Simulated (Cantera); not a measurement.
Charge: 1 mol B2O3, 1.8 mol H2O, 17 mol N2, held at 3.60 mbar.

Equilibrium computed with Cantera from the NASA thermochemical tables; the gas is ideal and each condensed phase is pure. Candidate condensed phases: B, BN, B2O3, B3O3H3, H2O; 39 gas species. Gases not in the tables: H3BO3. Equilibrium is a limit: real reactors are often held back by kinetics, nucleation or transport.

### Question
Which condensed phases are stable at each of these points (T (°C)): 775, 875, 975, 1075, 1175, 1275, 1375, 1475, 1575, 1675?

### Answer
```
T (°C)  condensed phases  B condensed (%)
------  ----------------  ---------------
775              B2O3(l)             99.6
875              B2O3(l)             98.1
975              B2O3(l)             92.3
1075             B2O3(l)             75.3
1175             B2O3(l)             35.7
1275            gas only              0.0
1375            gas only              0.0
1475            gas only              0.0
1575            gas only              0.0
1675            gas only              0.0
```

From 775 °C to 1175 °C the condensed part is B2O3(l). From 1275 °C to 1675 °C nothing is condensed.
